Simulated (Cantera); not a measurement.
Al + CO + N2 (metals in furnace atmospheres)

Feed: 1 mol Al, 9.6 mol CO, 180 mol N2, held at 1025 °C.

Equilibrium computed with Cantera from the NASA thermochemical tables; the gas is ideal and each condensed phase is pure. Candidate condensed phases: Al, AlN, Al2O3, C; 32 gas species. Rates play no part.

| P (Pa) | log p N2 | log p CO | log p CO2 | log p Al | n AlN(s) | n Al2O3(s) | n C(graphite) |
|---|---|---|---|---|---|---|---|
| 10 | -4.02 | -5.29 | -12.87 | -11.65 | 1.000 | 0 | 0 |
| 120 | -2.94 | -4.22 | -10.71 | -12.19 | 1.00 | 0 | 0 |
| 1600 | -1.81 | -3.16 | -8.60 | -13.55 | 0 | 0.500 | 1.50 |
| 19000 | -0.74 | -2.09 | -6.45 | <-12 | 0 | 0.500 | 1.50 |
| 240000 | 0.36 | -0.99 | -4.25 | <-11 | 0 | 0.500 | 1.50 |
| 3000000 | 1.46 | 0.11 | -2.07 | <-10 | 0 | 0.500 | 1.55 |
log p: log10 of the partial pressure in bar; n: condensed amount in mol.

From 10.0 Pa to 1.20 mbar the condensed part is AlN(s). From 16.0 mbar to 30.0 bar the condensed part is Al2O3(s) + C(graphite).
